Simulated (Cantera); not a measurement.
An adiabatic, constant-volume homogeneous reactor starts with C₃H₈ : O₂ : N₂ : H₂O = 1 : 6.1 : 51.8 : 3.6 (molar parts), equivalence ratio 0.82, at 1450 K and 66000 Pa. Integrator tolerance rtol = 1e-08.

Detailed kinetics in Cantera: GRI-Mech 3.0 (53 species, 325 reactions). GRI-Mech 3.0 was tuned for natural gas; its chemistry of propane as a main component is partial and can be far from experiment.

Question: What does this change do: constant pressure in place of constant volume?

Answer: 
```
quantity                                                              before                                      after
---------------------------------  -----------------------------------------  -----------------------------------------
time of steepest temperature rise                                   0.245 ms                                   0.259 ms
temperature at 0.600 s                                                2385 K                                     2228 K
equilibrium temperature                                               2385 K                                     2227 K
x(C₃H₈) at 0.600 s                     <1e-12 (gas-phase equilibrium <1e-12)      <1e-12 (gas-phase equilibrium <1e-12)
x(O₂) at 0.600 s                       0.0171 (gas-phase equilibrium 0.0171)      0.0167 (gas-phase equilibrium 0.0166)
x(H₂O) at 0.600 s                        0.113 (gas-phase equilibrium 0.113)        0.116 (gas-phase equilibrium 0.116)
x(CH₂) at 0.600 s                      <1e-12 (gas-phase equilibrium <1e-12)      <1e-12 (gas-phase equilibrium <1e-12)
x(N₂O) at 0.600 s                    3.19e-7 (gas-phase equilibrium 3.19e-7)    1.75e-7 (gas-phase equilibrium 1.76e-7)
x(CH₂O) at 0.600 s                 7.12e-12 (gas-phase equilibrium 7.12e-12)  1.23e-12 (gas-phase equilibrium 1.23e-12)
```
